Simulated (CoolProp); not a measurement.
Vapour pressure (bar) of carbon dioxide: the reference equation beside estimates from Tc = 304.1 K, pc = 73.77 bar, ω = 0.224. Clausius-Clapeyron is anchored at 238.8 K with a constant enthalpy of vaporisation of 13.73 kJ/mol.

Computed with CoolProp (reference Helmholtz-energy equation of state, Span 1996).

| T (K) | reference | Lee-Kesler | Clausius-Clapeyron | Redlich-Kwong | Soave-Redlich-Kwong | Peng-Robinson |
|---|---|---|---|---|---|---|
| 229 | 8.595 | 8.600 | 9.150 | 11.60 | 8.609 | 8.527 |
| 233.9 | ? | 10.32 | 10.64 | 13.61 | 10.35 | 10.24 |
| 238.8 | 12.30 | 12.29 | 12.30 | 15.86 | 12.34 | ? |
| 243.6 | 14.49 | ? | ? | 18.30 | 14.55 | 14.37 |
| 248.5 | 17.02 | 16.98 | 16.11 | ? | ? | 16.88 |
| 253.4 | 19.85 | 19.79 | 18.32 | 24.06 | 19.96 | 19.70 |
| 258.3 | 23.01 | 22.93 | 20.73 | 27.36 | 23.16 | 22.87 |
| 263.2 | 26.52 | ? | 23.35 | ? | 26.72 | 26.39 |
| 268 | 30.33 | 30.21 | 26.13 | 34.75 | 30.58 | 30.22 |
| 272.9 | 34.62 | 34.48 | 29.19 | 38.95 | 34.92 | 34.54 |
| 277.8 | 39.34 | 39.18 | 32.47 | 43.48 | 39.70 | 39.31 |

Question: What belongs in the gaps?

Answer: 
- 233.9, reference: 10.33
- 238.8, Peng-Robinson: 12.19
- 243.6, Lee-Kesler: 14.47
- 243.6, Clausius-Clapeyron: 14.10
- 248.5, Redlich-Kwong: 21.05
- 248.5, Soave-Redlich-Kwong: 17.10
- 263.2, Lee-Kesler: 26.42
- 263.2, Redlich-Kwong: 30.94

Absolute difference from the reference over all 11 rows, mean and median: Lee-Kesler 0.3 and 0.3 %, Clausius-Clapeyron 8.6 and 7.7 %, Redlich-Kwong 21.8 and 21.2 %, Soave-Redlich-Kwong 0.6 and 0.6 %, Peng-Robinson 0.6 and 0.8 %.
